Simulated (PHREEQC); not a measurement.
Dissolve 0.015 mol CaCl2, 0.0025 mol Na2HPO4 and 0.00074 mol KCl per kg of water at 40 °C. Closed to the air; pH follows from the charge balance.

Model: ion-association model, wateq4f.dat, run in PHREEQC.

This is a speciation only: nothing precipitates in the calculation.

Task: Estimate the pH.

Result: pH 7.55.

Task: In which forms is Ca present?

Result: Ca+2 89 %, CaHPO4 9.5 %, CaPO4- 1.3 % of the Ca.

Examples of supersaturated solids here: Hydroxyapatite. Others may be too. H3PO4, which wateq4f.dat lacks, is added to it with the constant of phreeqc.dat. At this temperature some constants are extrapolated from 25 °C, and those without enthalpy data are left unchanged.
